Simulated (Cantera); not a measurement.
A closed system holds: 1 mol CuO, a varied amount of F2, 0.39 mol H2, at 1173 K and 1.00 mbar.

These are equilibrium values from Cantera (NASA tables, ideal gas, pure condensed phases), not measurements of a reactor. Candidate condensed phases: Cu, CuF2, CuO, Cu(OH)2, Cu2O, H2O; 27 gas species. Kinetics and transport are ignored.

### Question
At 2.9 mol F2, list the 5 most abundant gas species with their mole fractions, and the condensed phases.

### Answer
F 0.567, CuF2 0.189, HF 0.147, O2 0.0945, F2 0.00178. Condensed: gas only.
